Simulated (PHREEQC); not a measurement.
**Copper plating or etch bath (model solution)**

Make-up at 25 °C: 0.12 mol Cu(NO3)2, 0.00018 mol H2SO4 and 0.00022 mol KCl per kg of water. Closed to the air; pH follows from the charge balance.

All values are PHREEQC results (ion-association model, wateq4f.dat), not measurements.

This is a speciation only: nothing precipitates in the calculation.

What pH, activity of water does the model give?

pH 3.55; activity of water 0.994.

In which forms is Cl present?

Cl- 92 %, CuCl+ 8.1 % of the Cl.
